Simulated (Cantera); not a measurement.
Input: 1 mol SiO2, 6 mol CO, 0.4 mol N2, at 0.000490 bar.

These are equilibrium values from Cantera (NASA tables, ideal gas, pure condensed phases), not measurements of a reactor. Candidate condensed phases: C, Si, SiC, SiO2, Si2N2O, Si3N4; 34 gas species. The tables hold silica as quartz up to 1696 K and as liquid above; real silica turns to tridymite and cristobalite and melts near 1996 K. Rates play no part.

Task: What share of the Si ends up in condensed phases as a function of T (°C), at 1150, 1250, 1350, 1450, 1550, 1650, 1750, 1850, 1950?

Result: 
```csv
T (°C),Si condensed (%),as
1150,99.8,SiO2(β-quartz)
1250,99.0,SiO2(β-quartz)
1350,96.6,SiO2(β-quartz)
1450,89.9,SiO2(condensed)
1550,73.9,SiO2(condensed)
1650,39.1,SiO2(condensed)
1750,0.0,-
1850,0.0,-
1950,0.0,-
```
